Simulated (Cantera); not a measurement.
What does this Cantera script print?

```python
import numpy as np
import cantera as ct

gas_names = """
    C CH CH2 CH3 CH2OH CH3O CH4 CH3OH CO CO2 COOH C2 C2H CHCO,ketyl C2H2,acetylene C2H2,vinylidene
    CH2CO,ketene C2H3,vinyl CH3CO,acetyl C2H4 C2H4O,ethylen CH3CHO,ethanal CH3COOH (HCOOH)2 C2H5 C2H6
    CH3OCH3 C2H5OH C2O C3 C3H3,propargyl C3H4,allene C3H4,propyne C3H4,cyclo- C3H5,allyl C3H6,propylene
    C3H6,cyclo- C3H6O C3H7,n-propyl C3H7,i-propyl C3H8 C3H8O,1propanol C3H8O,2propanol C3O2 C4 C4H2
    C4H4,1,3-cyclo- C4H6,butadiene C4H6,2-butyne C4H6,cyclo- C4H8,1-butene C4H8,cis2-buten
    C4H8,tr2-butene C4H8,isobutene C4H8,cyclo- (CH3COOH)2 C4H9,n-butyl C4H9,i-butyl C4H9,s-butyl
    C4H9,t-butyl C4H10,isobutane C4H10,n-butane C5 C5H6,1,3cyclo- C5H8,cyclo- C5H10,1-pentene
    C5H10,cyclo- C5H11,pentyl C5H11,t-pentyl C5H12,n-pentane C5H12,i-pentane CH3C(CH3)2CH3 C6H2
    C6H5,phenyl C6H5O,phenoxy C6H6 C6H5OH,phenol C6H10,cyclo- C6H12,1-hexene C6H12,cyclo- C6H13,n-hexyl
    C7H7,benzyl C7H8 C7H8O,cresol C7H14,1-heptene C7H15,n-heptyl C7H16,n-heptane C8H8,styrene
    C8H10,ethylbenz C8H16,1-octene C8H17,n-octyl C8H18,isooctane C8H18,n-octane C9H19,n-nonyl
    C10H8,naphthale C10H21,n-decyl C12H9,o-bipheny C12H10,bipheny H HCO HO2 H2 HCHO,formaldehy HCOOH H2O
    H2O2 O OH O2 O3
""".split()
cond_names = """
    C(gr) C6H6(L) C7H8(L) C8H18(L),n-octa H2O(s) H2O(L)
""".split()


def load(file, names, dense=False):
    # The tables refer to 1 bar. Condensed volumes are neglected.
    table = {s.name: s for s in ct.Species.list_from_file(file)}
    out = []
    for n in names:
        d = dict(table[n].input_data)
        d["thermo"] = dict(d["thermo"], **{"reference-pressure": 1e5})
        if dense:
            d["equation-of-state"] = {"model": "constant-volume", "density": "1e6 g/cm^3"}
        out.append(ct.Species.from_dict(d))
    return out


gas = ct.Solution(thermo="ideal-gas", species=load("nasa_gas.yaml", gas_names))
cond = {s.name: ct.Solution(thermo="fixed-stoichiometry", species=[s], name=s.name)
        for s in load("nasa_condensed.yaml", cond_names, dense=True)}
atoms = {
    'C2H6': {'C': 2, 'H': 6},
    'H2O': {'H': 2, 'O': 1},
    'H2': {'H': 2},
}
top_T = {'C(gr)': 4500}  # K; cautious upper limits of use, not melting points


def equilibrate(T, P, feed):
    n = {}
    for name, mol in feed.items():
        for a, k in atoms[name].items():
            n[a] = n.get(a, 0.0) + k * mol
    gas.TPX = T, P, n
    mass = sum(n.values()) * gas.mean_molecular_weight
    gas.equilibrate("TP")
    valid = [c for c in cond.values() if c.min_temp <= T <= top_T.get(c.name, c.max_temp)]
    mix = ct.Mixture([(gas, mass / gas.mean_molecular_weight)] + [(c, 0.0) for c in valid])
    mix.T, mix.P = T, P
    mix.equilibrate("TP", solver="vcs", rtol=1e-11, max_steps=5000)
    return mix


results = []
feed = {'C2H6': 1, 'H2O': 0.49, 'H2': 29}  # mol
P = 130  # Pa
for T in [2325, 2375, 2425, 2475, 2525, 2575, 2625, 2675, 2725]:
    mix = equilibrate(T, P, feed)
    results.append((T, P, feed, dict(zip(mix.species_names, mix.species_moles))))
    x = sorted(zip(gas.X, gas.species_names), reverse=True)
    print(f"T = {T:g} K  P = {P:g} Pa  gas = {mix.phase_moles(0):.4g} mol")
    print("   x: " + "  ".join(f"{s} {v:.3e}" for v, s in x if v > 0.001))
    print("   condensed (mol): " + ("  ".join(f"{mix.phase(i).name} {mix.phase_moles(i):.4g}"
          for i in range(1, mix.n_phases) if mix.phase_moles(i) > 1e-12) or "none"))
```

Result:

```
T = 2325 K  P = 130 Pa  gas = 37.9 mol
   x: H2 7.238e-01  H 2.596e-01  CO 1.293e-02  C2H2,acetylene 3.539e-03
   condensed (mol): C(gr) 1.233
T = 2375 K  P = 130 Pa  gas = 39.24 mol
   x: H2 6.644e-01  H 3.188e-01  CO 1.249e-02  C2H2,acetylene 4.126e-03
   condensed (mol): C(gr) 1.169
T = 2425 K  P = 130 Pa  gas = 40.83 mol
   x: H2 5.988e-01  H 3.841e-01  CO 1.200e-02  C2H2,acetylene 4.676e-03
   condensed (mol): C(gr) 1.094
T = 2475 K  P = 130 Pa  gas = 42.69 mol
   x: H2 5.289e-01  H 4.538e-01  CO 1.148e-02  C2H2,acetylene 5.143e-03
   condensed (mol): C(gr) 1.002
T = 2525 K  P = 130 Pa  gas = 44.8 mol
   x: H 5.255e-01  H2 4.568e-01  CO 1.094e-02  C2H2,acetylene 5.484e-03
   condensed (mol): C(gr) 0.8814
T = 2575 K  P = 130 Pa  gas = 47.12 mol
   x: H 5.963e-01  H2 3.853e-01  CO 1.040e-02  C2H2,acetylene 5.663e-03  C3 1.186e-03
   condensed (mol): C(gr) 0.7036
T = 2625 K  P = 130 Pa  gas = 49.62 mol
   x: H 6.630e-01  H2 3.170e-01  CO 9.875e-03  C2H2,acetylene 5.661e-03  C3 2.430e-03  C2H 1.093e-03
   condensed (mol): C(gr) 0.4093
T = 2675 K  P = 130 Pa  gas = 52.21 mol
   x: H 7.231e-01  H2 2.548e-01  CO 9.385e-03  C2H2,acetylene 5.156e-03  C3 4.414e-03  C2H 1.484e-03  C 1.174e-03
   condensed (mol): none
T = 2725 K  P = 130 Pa  gas = 54.66 mol
   x: H 7.772e-01  H2 2.017e-01  CO 8.965e-03  C3 4.925e-03  C2H2,acetylene 3.379e-03  C 1.759e-03  C2H 1.445e-03
   condensed (mol): none
```

Cantera equilibrium calculation (NASA polynomials, part measured and part estimated; ideal gas, pure solids and liquids).
